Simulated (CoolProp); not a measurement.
The fluid at 298.15 K and 0.0389 MPa is throttled through a valve to 0.00577 MPa with no heat exchange. The same conditions are run with several fluids, on thermodynamics alone (safety and materials aside).

Values from CoolProp's reference Helmholtz-energy equation of state of each fluid (R1336mzz(E): Akasaka 2023; n-pentane: Thol 2019; R507A: Lemmon 2003; C2F6 (R116): Lemmon 2006; R407C: Lemmon 2003). Blends and air are pseudo-pure fits.

### Question
Rank R1336mzz(E), n-pentane, R507A, C2F6 (R116), R407C by temperature change (K), highest first.

### Answer
C2F6 (R116) (-0.3), R507A (-0.6), R407C (-0.7), R1336mzz(E) (-0.8), n-pentane (-1.1)

```
fluid        final density (kg/m³)
-----------  ---------------------
R1336mzz(E)                  0.384
n-pentane                    0.169
R507A                        0.231
C2F6 (R116)                  0.322
R407C                        0.201
```
